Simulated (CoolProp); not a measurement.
A Linde-Hampson liquefier for oxygen: isothermal reversible compression at 200 K from 1 atm to 10 MPa, throttling to 1 atm, return gas leaving the recuperator 2 K below the feed. Each further row changes one setting.

The numbers come from the reference Helmholtz-energy equation of state, Schmidt 1985 in CoolProp.

| case | liquid yield per pass | compression work (kJ/kg of gas) |
|---|---|---|
| as stated | 0.191 | 223 |
| high pressure 20 MPa | 0.333 | [?] |
| warm-end temperature 230 K | [?] | [?] |
| warm-end gap 7 K | [?] | 223 |

Problem. What belongs in the gaps?

Solution. 
- high pressure 20 MPa, compression work (kJ/kg of gas): 246
- warm-end temperature 230 K, liquid yield per pass: 0.118
- warm-end temperature 230 K, compression work (kJ/kg of gas): 264
- warm-end gap 7 K, liquid yield per pass: 0.179
